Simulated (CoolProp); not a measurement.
R1123 along the isotherm 253.2 K: Z from the reference equation and from simpler models built on Tc = 331.7 K, pc = 4549 kPa, ω = 0.243; each cubic takes its own stable root.

Values from CoolProp's reference Helmholtz-energy equation of state, Akasaka 2020.

```
p (kPa)   phase  reference
-------  ------  ---------
63.2        gas     0.9879
107         gas     0.9794
180         gas     0.9649
304         gas     0.9393
513         gas     0.8929
866      liquid    0.02799
1460     liquid    0.04708
2470     liquid    0.07936
4160     liquid     0.1329
7020     liquid     0.2222
11900    liquid     0.3716
20000    liquid     0.6126
```

Task: How far does each simpler model (van der Waals, Redlich-Kwong, Soave-Redlich-Kwong, Peng-Robinson) lie from the reference over these 12 states: mean and median of the absolute difference, and the worst?

Result: 
- van der Waals: mean 284.4 %, median 54.2 %, worst +3044.3 % at 253.2 K and 866 kPa
- Redlich-Kwong: mean 8.4 %, median 11.1 %, worst +16.0 % at 253.2 K and 866 kPa
- Soave-Redlich-Kwong: mean 6.0 %, median 8.4 %, worst +11.0 % at 253.2 K and 866 kPa
- Peng-Robinson: mean 1.7 %, median 2.2 %, worst -3.9 % at 253.2 K and 20000 kPa

At some of these states van der Waals gives the other phase, because its saturation line lies elsewhere.
